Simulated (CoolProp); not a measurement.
Vapour-liquid equilibrium of ethane (1) + n-perfluorobutane (2) at -40.65 °C; x and y are mole fractions of (1).

Computed with CoolProp (multi-fluid Helmholtz-energy mixture model, Bücker 2006 and Gao 2022; pair parameters Bell 2016).

```csv
x,"bubble pressure, mixture model (kPa)","bubble pressure, Raoult's law (kPa)","y, mixture model","y, Raoult's law"
0.05,97.00,52.76,0.842,0.721
0.125,[?],108.7,0.930,0.875
0.2,319.3,164.6,0.954,0.925
0.275,400.7,220.5,0.964,0.949
0.35,[?],276.4,0.970,0.964
0.425,[?],332.3,0.973,0.973
0.5,532.5,388.2,[?],0.980
0.575,556.6,444.2,0.977,0.985
0.65,579.4,500.1,0.979,0.989
0.725,[?],556.0,0.981,0.992
0.8,635.9,611.9,[?],0.995
0.875,[?],667.8,0.989,0.997
0.95,[?],723.7,0.995,0.999
```

Question: What belongs in the gaps?

Answer: 
- 0.125, bubble pressure, mixture model (kPa): 216.0
- 0.35, bubble pressure, mixture model (kPa): 460.3
- 0.425, bubble pressure, mixture model (kPa): 502.3
- 0.5, y, mixture model: 0.975
- 0.725, bubble pressure, mixture model (kPa): 604.9
- 0.8, y, mixture model: 0.984
- 0.875, bubble pressure, mixture model (kPa): 674.7
- 0.95, bubble pressure, mixture model (kPa): 723.0

The largest gap from Raoult's law is +98.7 % in bubble pressure, at x = 0.125. No azeotrope shows between x = 0.05 and 0.95.

Pair parameters are fitted to limited data, so mixtures are less certain than the pure fluids. With so large a gap from Raoult's law the liquid may split in two, which this calculation doesn't test in full.
